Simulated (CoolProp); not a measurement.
CH2F2 (R32) along the isobar 6.87 MPa: Z from the reference equation and from simpler models built on Tc = 351.3 K, pc = 5.783 MPa, ω = 0.277; each cubic takes its own stable root.

The numbers come from the reference Helmholtz-energy equation of state, Tillner-Roth 1997 in CoolProp.

| T (K) | phase | reference |
|---|---|---|
| 345.2 | liquid | 0.1681 |
| 353.1 | supercritical | 0.1881 |
| 361.1 | supercritical | 0.3192 |
| 369 | supercritical | 0.4700 |
| 376.9 | supercritical | 0.5466 |
| 384.8 | supercritical | 0.6007 |
| 392.8 | supercritical | 0.6434 |
| 400.7 | supercritical | 0.6780 |
| 408.6 | supercritical | 0.7073 |

Task: How far does each simpler model (Redlich-Kwong, Peng-Robinson) lie from the reference over these 9 states: mean and median of the absolute difference, and the worst?

Result: 
- Redlich-Kwong: mean 10.5 %, median 1.4 %, worst +41.6 % at 345.2 K and 6.87 MPa
- Peng-Robinson: mean 9.2 %, median 3.1 %, worst +29.3 % at 353.1 K and 6.87 MPa
